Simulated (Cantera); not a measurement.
Input (Python, Cantera):

```python
import numpy as np
import cantera as ct

gas = ct.Solution("h2o2.yaml")
gas.TPX = 1223, 2666, {'H2': 0.019, 'O2': 1, 'N2': 0.95}
reactor = ct.IdealGasConstPressureReactor(gas, energy="off", clone=False)
net = ct.ReactorNet([reactor])
net.rtol, net.atol = 1e-08, 1e-18
show = ['H2', 'O2', 'H2O', 'O', 'OH', 'H']
times = np.geomspace(0.0009, 40, 15)

steps = ct.SolutionArray(gas, extra=["t"])
rows = []
print(f"{'t/s':>10s}{'T/K':>9s}{'P/Pa':>11s}" + "".join(f"{s:>11s}" for s in show))
for t in times:
    while net.time < t:
        t_next = net.step()
        steps.append(gas.state, t=t_next)
    rows.append([np.interp(t, steps.t, y) for y in (steps.T, steps.P, *steps(*show).X.T)])
    print(f"{t:10.3e}{rows[-1][0]:9.1f}{rows[-1][1]:11.4g}" + "".join(f"{x:11.3e}" for x in rows[-1][2:]))
rate = np.gradient(steps.T, steps.t)
print("integrator steps:", len(steps.t))
if steps.T.max() > steps.T[0] + 200:
    print(f"time of steepest temperature rise: {steps.t[rate.argmax()]:.4e} s")
gas.TPX = 1223, 2666, {'H2': 0.019, 'O2': 1, 'N2': 0.95}
gas.equilibrate("TP")
print(f"equilibrium (TP): T = {gas.T:.1f} K  " + "  ".join(f"{s} {gas[s].X[0]:.3e}" for s in show))
```

Result:

```
       t/s      T/K       P/Pa         H2         O2        H2O          O         OH          H
 9.000e-04   1223.0       2666  9.649e-03  5.079e-01  8.481e-08  8.066e-08  5.738e-08  1.609e-08
 1.933e-03   1223.0       2666  9.644e-03  5.079e-01  4.095e-06  3.437e-06  2.414e-06  6.622e-07
 4.152e-03   1223.0       2666  4.554e-03  5.036e-01  3.983e-03  3.176e-03  1.494e-03  7.287e-04
 8.917e-03   1223.0       2666  7.515e-05  4.998e-01  8.881e-03  7.143e-03  7.774e-04  6.181e-04
 1.915e-02   1223.0       2666  5.793e-05  5.007e-01  9.025e-03  5.962e-03  6.957e-04  4.603e-04
 4.113e-02   1223.0       2666  4.119e-05  5.021e-01  9.201e-03  4.184e-03  5.871e-04  2.719e-04
 8.834e-02   1223.0       2666  2.261e-05  5.036e-01  9.388e-03  2.268e-03  4.356e-04  1.090e-04
 1.897e-01   1223.0       2666  9.113e-06  5.047e-01  9.529e-03  9.089e-04  2.774e-04  2.775e-05
 4.075e-01   1223.0       2666  2.850e-06  5.052e-01  9.611e-03  2.846e-04  1.559e-04  4.879e-06
 8.752e-01   1223.0       2666  7.858e-07  5.054e-01  9.653e-03  7.885e-05  8.234e-05  7.138e-07
 1.880e+00   1223.0       2666  2.161e-07  5.055e-01  9.674e-03  2.182e-05  4.342e-05  1.041e-07
 4.037e+00   1223.0       2666  6.411e-08  5.055e-01  9.684e-03  6.518e-06  2.376e-05  1.702e-08
 8.671e+00   1223.0       2666  2.117e-08  5.055e-01  9.689e-03  2.166e-06  1.370e-05  3.264e-09
 1.862e+01   1223.0       2666  7.831e-09  5.055e-01  9.692e-03  8.057e-07  8.358e-06  7.405e-10
 4.000e+01   1223.0       2666  3.369e-09  5.055e-01  9.694e-03  3.482e-07  5.494e-06  2.106e-10
integrator steps: 2086
equilibrium (TP): T = 1223.0 K  H2 1.708e-09  O2 5.055e-01  H2O 9.694e-03  O 1.771e-07  OH 3.917e-06  H 7.661e-11
```

Cantera simulation using the H2/O2 subset of GRI-Mech 3.0, which has no nitrogen chemistry; the numbers are that mechanism's predictions, not measurements. Radical loss at walls, strong at low pressure, is not modelled.
